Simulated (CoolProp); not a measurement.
Vapour-liquid equilibrium of benzene (1) + p-xylene (2) at 145.85 °C; x and y are mole fractions of (1).

Model: multi-fluid Helmholtz-energy mixture model, Thol 2012 and Zhou 2012; pair parameters Bell 2016, in CoolProp.

```json
[
 {"x": "0.05", "bubble pressure, mixture model (bar)": "1.417", "bubble pressure, Raoult's law (bar)": "1.440", "y, mixture model": "0.166", "y, Raoult's law": "0.186"},
 {"x": "0.125", "bubble pressure, mixture model (bar)": "1.700", "bubble pressure, Raoult's law (bar)": "1.748", "y, mixture model": "0.352", "y, Raoult's law": "0.382"},
 {"x": "0.2", "bubble pressure, mixture model (bar)": "1.991", "bubble pressure, Raoult's law (bar)": "2.057", "y, mixture model": "0.489", "y, Raoult's law": "0.520"},
 {"x": "0.275", "bubble pressure, mixture model (bar)": "2.289", "bubble pressure, Raoult's law (bar)": "2.365", "y, mixture model": "0.593", "y, Raoult's law": "0.622"},
 {"x": "0.35", "bubble pressure, mixture model (bar)": "2.592", "bubble pressure, Raoult's law (bar)": "2.674", "y, mixture model": "0.675", "y, Raoult's law": "0.700"},
 {"x": "0.425", "bubble pressure, mixture model (bar)": "2.898", "bubble pressure, Raoult's law (bar)": "2.982", "y, mixture model": "0.740", "y, Raoult's law": "0.762"},
 {"x": "0.5", "bubble pressure, mixture model (bar)": "3.208", "bubble pressure, Raoult's law (bar)": "3.291", "y, mixture model": "0.794", "y, Raoult's law": "0.812"},
 {"x": "0.575", "bubble pressure, mixture model (bar)": "3.521", "bubble pressure, Raoult's law (bar)": "3.599", "y, mixture model": "0.838", "y, Raoult's law": "0.854"},
 {"x": "0.65", "bubble pressure, mixture model (bar)": "3.836", "bubble pressure, Raoult's law (bar)": "3.907", "y, mixture model": "0.876", "y, Raoult's law": "0.889"},
 {"x": "0.725", "bubble pressure, mixture model (bar)": "4.154", "bubble pressure, Raoult's law (bar)": "4.216", "y, mixture model": "0.909", "y, Raoult's law": "0.920"},
 {"x": "0.8", "bubble pressure, mixture model (bar)": "4.474", "bubble pressure, Raoult's law (bar)": "4.524", "y, mixture model": "0.938", "y, Raoult's law": "0.945"},
 {"x": "0.875", "bubble pressure, mixture model (bar)": "4.798", "bubble pressure, Raoult's law (bar)": "4.833", "y, mixture model": "0.963", "y, Raoult's law": "0.968"},
 {"x": "0.95", "bubble pressure, mixture model (bar)": "5.126", "bubble pressure, Raoult's law (bar)": "5.141", "y, mixture model": "0.986", "y, Raoult's law": "0.988"}
]
```

The largest gap from Raoult's law is -3.2 % in bubble pressure, at x = 0.275. No azeotrope shows between x = 0.05 and 0.95.

The pair parameters rest on a limited set of measurements; away from them the model extrapolates.
